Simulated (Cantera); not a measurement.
## Thermodynamics of silicon carbide growth, feed (CH₃)₂SiCl₂ + C₂H₄ + H₂

Feed: 1 mol (CH₃)₂SiCl₂, 1.1 mol C₂H₄, 39 mol H₂, equilibrated at 0.0230 bar.

Equilibrium computed with Cantera from the NASA thermochemical tables; the gas is ideal and each condensed phase is pure. Candidate condensed phases: C, C₆H₆, C₇H₈, C₈H₁₈, Si, SiC; 109 gas species. The feed counts by its element totals alone. The tables' values for SiCl are old estimates; treat these amounts as uncertain. Gases not in the tables: Si₂H₆ and higher silanes. The numbers say what is thermodynamically allowed, not how fast it happens.

From 1075 °C to 1975 °C the condensed part is C(graphite) + SiC(s). The main Si-bearing gas is SiCl₂ at 1075 °C and Si at 1975 °C. The share of Si in condensed phases is highest at 1075 °C (99.9 %) and lowest at 1975 °C (77.8 %).

```tsv
T (°C)	x H₂	x H	x HCl	x Si	x C₂H₂ (acetylene)	n C(graphite)	n SiC(s)
1075	0.956	1.49e-5	0.0442	3.08e-11	1.15e-6	3.20	0.999
1175	0.956	5.94e-5	0.0442	7.51e-10	4.54e-6	3.20	0.998
1275	0.956	0.000198	0.0441	1.21e-8	1.50e-5	3.20	0.997
1375	0.955	0.000574	0.0440	1.38e-7	4.27e-5	3.20	0.996
1475	0.954	0.00147	0.0439	1.19e-6	0.000108	3.20	0.994
1575	0.952	0.00341	0.0437	8.14e-6	0.000245	3.19	0.991
1675	0.948	0.00726	0.0434	4.55e-5	0.000511	3.17	0.987
1775	0.941	0.0143	0.0428	0.000214	0.000986	3.14	0.973
1875	0.927	0.0265	0.0419	0.000872	0.00178	3.10	0.929
1975	0.904	0.0461	0.0405	0.00313	0.00300	3.10	0.778
```
x: gas mole fraction; n: condensed amount in mol.
